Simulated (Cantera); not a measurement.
An isothermal, constant-pressure homogeneous reactor starts with H2 : O2 = 0.028 : 1 (molar parts), equivalence ratio 0.014, at 1473 K and 0.975 Torr.

Cantera simulation using GRI-Mech 3.0 (53 species, 325 reactions); the numbers are that mechanism's predictions, not measurements. Radical loss at walls, strong at low pressure, is not modelled.

x: mole fraction; the columns are a selection and need not sum to one.

```
t (s)         x H2   x O2     x H2O      x OH    x H2O2       x O       x H
--------  --------  -----  --------  --------  --------  --------  --------
5.00e-6     0.0272  0.973    <1e-12  1.19e-11    <1e-12  1.19e-11  7.77e-10
1.77e-5     0.0272  0.973  1.03e-12  1.45e-10    <1e-12  1.46e-10   2.66e-9
6.30e-5     0.0272  0.973  4.26e-11   1.66e-9    <1e-12   1.67e-9   8.31e-9
0.000224    0.0272  0.973   1.52e-9   1.57e-8  6.04e-12   1.60e-8   2.08e-8
0.000794    0.0272  0.973   4.13e-8   1.12e-7  7.33e-11   1.19e-7   4.81e-8
0.00282     0.0272  0.973       ___       ___  8.15e-10       ___       ___
0.0100      0.0260  0.972  0.000858  0.000612   3.94e-9  0.000706  0.000153
0.0355    0.000269  0.948    0.0241   0.00400   2.10e-9    0.0224   0.00171
0.126     0.000266  0.948    0.0241   0.00399   2.09e-9    0.0223   0.00169
0.447     0.000263  0.948    0.0242   0.00396   2.09e-9    0.0219   0.00166
1.59      0.000250  0.949    0.0243   0.00387   2.05e-9    0.0208   0.00153
5.63      0.000211  0.953    0.0247   0.00356   1.94e-9    0.0173   0.00117
20.0      0.000125  0.961    0.0257   0.00275   1.59e-9   0.00992  0.000512
```

Task: Complete the blanks.

Result: 
- 0.00282, x H2O: 1.31e-6
- 0.00282, x OH: 1.28e-6
- 0.00282, x O: 1.43e-6
- 0.00282, x H: 3.35e-7
